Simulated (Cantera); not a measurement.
Input: 1 mol AlN, 0.018 mol C, 0.34 mol N2, equilibrated at 1.00 bar.

Method: chemical equilibrium by Gibbs-energy minimisation in Cantera with the NASA 1993 tables (ideal gas, pure condensed phases). Candidate condensed phases: Al, AlN, C; 29 gas species. Ions and electrons are included (thermal ionisation). Rates play no part. All values below are at 3227 °C.

Base state: Al 0.539, N2 0.451, CN 0.00635, Al2 0.00100, C 0.000737, Al+ 0.000559, C3 0.000447, CN- 0.000361 (mole fractions); condensed: gas only.

Task: What changes in the equilibrium state with this change: N2 from 0.34 to 1.9 mol?

Result: 
```json
[
 {"species": "N2", "before": "0.451", "after": "0.702"},
 {"species": "Al", "before": "0.539", "after": "0.292"},
 {"species": "CN", "before": "0.00635", "after": "0.00418"},
 {"species": "C3", "before": "0.000447", "after": "6.58e-5"},
 {"species": "C2", "before": "0.000202", "after": "5.62e-5"},
 {"species": "AlC", "before": "0.000188", "after": "5.38e-5"},
 {"species": "Al2", "before": "0.00100", "after": "0.000296"},
 {"species": "CNC", "before": "1.54e-5", "after": "5.36e-6"}
]
```
